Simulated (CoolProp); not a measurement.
Properties of nitrogen along the isotherm -86.75 °C.

Model: reference Helmholtz-energy equation of state, Span 2000, in CoolProp.

| p (MPa) | phase | density (kg/m³) | cp (kJ/(kg K)) | isothermal compressibility (1/MPa) | expansivity (1/kK) | Prandtl number |
|---|---|---|---|---|---|---|
| 1.13 | gas | 21.09 | 1.103 | 0.9134 | 6.010 | 0.770 |
| 2.26 | gas | 43.56 | 1.177 | 0.4712 | 6.737 | 0.801 |
| 3.4 | supercritical | 67.71 | 1.262 | 0.3227 | 7.549 | 0.835 |
| 4.53 | supercritical | 93.14 | 1.358 | 0.2485 | 8.416 | 0.874 |
| 5.66 | supercritical | 120.0 | 1.462 | 0.2026 | 9.306 | 0.918 |
| 6.79 | supercritical | 148.0 | 1.572 | 0.1702 | 10.16 | 0.965 |
| 7.92 | supercritical | 176.7 | 1.679 | 0.1451 | 10.89 | 1.01 |
| 9.06 | supercritical | 206.0 | 1.777 | 0.1240 | 11.43 | 1.05 |
| 10.2 | supercritical | 234.7 | 1.857 | 0.1059 | 11.70 | 1.09 |
| 11.3 | supercritical | 261.5 | 1.912 | 0.09066 | 11.71 | 1.11 |
| 12.5 | supercritical | 289.0 | 1.948 | 0.07645 | 11.47 | 1.12 |
| 13.6 | supercritical | 312.4 | 1.963 | 0.06549 | 11.10 | 1.13 |
| 14.7 | supercritical | 334.0 | 1.964 | 0.05633 | 10.64 | 1.13 |
| 15.8 | supercritical | 353.8 | 1.956 | 0.04873 | 10.14 | 1.13 |
| 17 | supercritical | 373.6 | 1.939 | 0.04194 | 9.589 | 1.13 |

Viscosity comes from a separate model (Lemmon 2004). Thermal conductivity comes from a separate model (Lemmon 2004).
